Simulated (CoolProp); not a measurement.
Computed with CoolProp (reference Helmholtz-energy equation of state, Gao 2020).

Give the vapour pressure (kPa), liquid density (kg/m³), vapour density (kg/m³) of saturated ammonia at 36.65, 69.75 °C.


```json
[
 {"T (°C)": "36.65", "p (kPa)": "1420", "liquid density (kg/m³)": "585", "vapour density (kg/m³)": "10.9"},
 {"T (°C)": "69.75", "p (kPa)": "3290", "liquid density (kg/m³)": "527", "vapour density (kg/m³)": "26.2"}
]
```
